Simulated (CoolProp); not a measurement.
Sulfur hexafluoride along the isobar 0.583 MPa: fugacity coefficient from the reference equation and from simpler models built on Tc = 318.7 K, pc = 3.755 MPa, ω = 0.210; each cubic takes its own stable root.

Values from CoolProp's reference Helmholtz-energy equation of state, Guder 2009.

| T (K) | phase | reference |
|---|---|---|
| 297.7 | gas | 0.9355 |
| 317.7 | gas | 0.9479 |
| 337.6 | gas | 0.9574 |
| 357.6 | gas | 0.9650 |
| 377.5 | gas | 0.9711 |
| 397.4 | gas | 0.9759 |
| 417.4 | gas | 0.9800 |
| 437.3 | gas | 0.9833 |
| 457.2 | gas | 0.9860 |
| 477.2 | gas | 0.9883 |

Q: How far does each simpler model (van der Waals, Redlich-Kwong, Soave-Redlich-Kwong, Peng-Robinson) lie from the reference over these 10 states: mean and median of the absolute difference, and the worst?

A: 
- van der Waals: mean 0.4 %, median 0.4 %, worst +1.1 % at 297.7 K and 0.583 MPa
- Redlich-Kwong: mean 0.3 %, median 0.3 %, worst -0.3 % at 457.2 K and 0.583 MPa
- Soave-Redlich-Kwong: mean 0.1 %, median 0.1 %, worst -0.1 % at 317.7 K and 0.583 MPa
- Peng-Robinson: mean 0.5 %, median 0.5 %, worst -0.7 % at 297.7 K and 0.583 MPa
